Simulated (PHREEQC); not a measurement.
Consider water at 25 °C with 0.0076 mol/kgw Cu(BF4)2, 0.012 mol/kgw HBF4 and 0.19 mol/kgw Na2SO4. Closed to the air; pH follows from the charge balance.

All values are PHREEQC results (ion-association model, phreeqc.dat), not measurements.

No solid was allowed to form.

**Question.** Estimate the pH.

**Answer.** pH 2.57.

**Question.** In which forms is S present?

**Answer.** SO4-2 68 %, NaSO4- 25 %, HSO4- 5.1 %, CuSO4 2.2 % of the S.

Real BF4- forms and hydrolyses slowly; the run takes it at equilibrium.
